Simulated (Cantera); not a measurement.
Input (Python, Cantera):

```python
import numpy as np
import cantera as ct

gas = ct.Solution("gri30.yaml")
gas.TPX = 600, 500000, {'CH4': 1, 'O2': 2.33, 'N2': 8.74, 'CO2': 0.92}
inlet = ct.Reservoir(gas, clone=True)
gas.equilibrate("HP")  # start burning
reactor = ct.IdealGasConstPressureReactor(gas, energy="on", clone=False)
exhaust = ct.Reservoir(gas, clone=True)
tau = [0.027, 0.012, 0.0054, 0.0024, 0.0011, 0.00049, 0.00022, 9.8e-05, 4.4e-05, 2e-05, 8.9e-06][0]
for a, b in ((inlet, reactor), (reactor, exhaust)):
    ct.MassFlowController(a, b, mdot=lambda t: reactor.mass / tau)
net = ct.ReactorNet([reactor])
show = ['CH4', 'O2', 'C2H4', 'C2H6', 'N2O', 'OH']

rows = []
print(f"{'tau/s':>10s}{'T/K':>9s}" + "".join(f"{s:>11s}" for s in show))
for tau in [0.027, 0.012, 0.0054, 0.0024, 0.0011, 0.00049, 0.00022, 9.8e-05, 4.4e-05, 2e-05, 8.9e-06]:
    net.initial_time = 0.0
    net.advance(30 * tau)
    before = gas.X
    net.advance(40 * tau)
    drift = np.max(np.abs(gas.X - before) / (gas.X + 1e-9))
    rows.append([gas.T, *gas[show].X, drift])
    print(f"{tau:10.3e}{gas.T:9.1f}" + "".join(f"{x:11.3e}" for x in gas[show].X))
```

Result:

```
     tau/s      T/K        CH4         O2       C2H4       C2H6        N2O         OH
 2.700e-02   2145.3  4.950e-06  2.589e-02  5.548e-10  2.748e-11  4.707e-07  2.144e-03
 1.200e-02   2140.5  1.005e-05  2.624e-02  2.158e-09  1.096e-10  5.267e-07  2.313e-03
 5.400e-03   2131.3  1.915e-05  2.677e-02  7.073e-09  3.758e-10  6.170e-07  2.589e-03
 2.400e-03   2115.8  3.527e-05  2.763e-02  2.027e-08  1.158e-09  7.315e-07  2.994e-03
 1.100e-03   2093.0  6.234e-05  2.890e-02  5.025e-08  3.177e-09  8.230e-07  3.481e-03
 4.900e-04   2059.6  1.134e-04  3.080e-02  1.226e-07  8.942e-09  8.553e-07  4.022e-03
 2.200e-04   2014.8  2.128e-04  3.348e-02  3.035e-07  2.669e-08  8.173e-07  4.484e-03
 9.800e-05   1954.5  4.367e-04  3.740e-02  8.763e-07  9.899e-08  7.257e-07  4.665e-03
 4.400e-05   1863.9  1.158e-03  4.459e-02  4.392e-06  7.533e-07  5.667e-07  3.913e-03
 2.000e-05    600.0  7.698e-02  1.794e-01  2.264e-17  4.990e-17  2.400e-20  8.995e-24
 8.900e-06    600.0  7.698e-02  1.794e-01  4.009e-19  8.836e-19  4.251e-22  2.873e-24
```

Detailed kinetics in Cantera: GRI-Mech 3.0 (53 species, 325 reactions).
